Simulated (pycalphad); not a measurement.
Li-Mg solution, phase liquid, at 1000 K; mixing quantities and activities refer to the pure elements in the same phase at that temperature, stable or not.

Source of the numbers: pycalphad with the COST 507 light-alloy database (1999); pressure 1 atm. The data set is of 1999 and partly superseded.

The enthalpy of mixing at x = 0.5 is -3.73 kJ/mol.

Question: Take a regular solution with Ω = 4 ΔH(0.5). How do its activities of Mg, and those of an ideal solution, compare with the assessed ones?

Answer: Ω = -14.9 kJ/mol, a = x exp[Ω(1 − x)²/RT].

```tsv
x(Mg)	ideal	regular	assessed	assessed / regular
0.02	0.02	0.00356	0.0109	3.0
0.05	0.05	0.00988	0.0285	2.9
0.1	0.1	0.0233	0.0614	2.6
0.2	0.2	0.0634	0.140	2.2
0.3	0.3	0.124	0.232	1.9
0.4	0.4	0.210	0.334	1.6
0.5	0.5	0.319	0.444	1.4
0.6	0.6	0.450	0.558	1.2
0.7	0.7	0.596	0.673	1.1
0.8	0.8	0.745	0.787	1.1
0.9	0.9	0.884	0.896	1.0
0.95	0.95	0.946	0.949	1.0
0.98	0.98	0.979	0.980	1.0
```
The regular model is symmetric and has no excess entropy; the assessment has an excess entropy of -2.6 J/(mol K) at x = 0.5, and ΔH = -2.19 at x = 0.2 against -1.84 kJ/mol at 0.8.
